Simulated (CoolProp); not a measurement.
Vapour-liquid equilibrium of n-heptane (1) + n-dodecane (2) at 47.95 °C; x and y are mole fractions of (1).

Computed with CoolProp (multi-fluid Helmholtz-energy mixture model, Span 2003 and Lemmon 2004; pair parameters Bell 2016).

```tsv
x	bubble pressure (MPa)	y at the bubble point	dew pressure at overall composition x (MPa)	liquid density (mol/L)
0.05	0.0009421	0.897	0.0001076	4.359
0.2	0.003645	0.978	0.0001277	4.616
0.35	0.006415	0.990	0.0001569	4.901
0.5	0.009082	0.994	0.0002034	5.217
0.65	0.01160	0.997	0.0002890	5.571
0.8	0.01402	0.998	0.0004996	5.969
0.95	0.01648	1.000	0.001842	6.421
```

No azeotrope shows between x = 0.05 and 0.95.

Pair parameters are fitted to limited data, so mixtures are less certain than the pure fluids. The gap from Raoult's law changes sign with composition, which may be real or a fault of the pair parameters; it wasn't checked against measurements.
